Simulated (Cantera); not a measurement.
Input: 1 mol V, a varied amount of H₂O, held at 977 °C and 750 Torr.

Equilibrium computed with Cantera from the NASA thermochemical tables; the gas is ideal and each condensed phase is pure. Candidate condensed phases: H₂O, V, VO, V₂O₃, V₂O₄, V₂O₅; 12 gas species. Mutual solubility and eutectic melting of coexisting phases are not modelled. VO: taken at fixed stoichiometry. Condensed phases not in the tables: the oxides between V₂O₃ and V₂O₅ other than VO₂, N, O or C dissolved in the metal. The numbers say what is thermodynamically allowed, not how fast it happens.

log p: log10 of the partial pressure in bar; n: condensed amount in mol.

```csv
n(H₂O) (mol),log p H₂,log p H₂O,log p H,log p OH,n V(s),n VO(s),n V₂O₃(s)
0.83,0.00,-6.07,-6.32,<-12,0.170,0.830,0
1.4,0.00,-3.16,-6.32,[?],0,0.202,0.399
2.4,-0.20,-0.43,-6.42,[?],0,0,0.500
4,-0.43,-0.20,-6.53,[?],0,0,0.500
6.8,-0.66,-0.11,-6.64,[?],0,0,0.500
12,-0.90,-0.06,-6.77,[?],0,0,0.500
19,-1.10,-0.04,-6.87,[?],0,0,0.500
```

### Question
Some entries are withheld; supply them.

### Answer

- 1.4, log p OH: -11.47
- 2.4, log p OH: -8.63
- 4, log p OH: -8.29
- 6.8, log p OH: -8.08
- 12, log p OH: -7.91
- 19, log p OH: -7.79
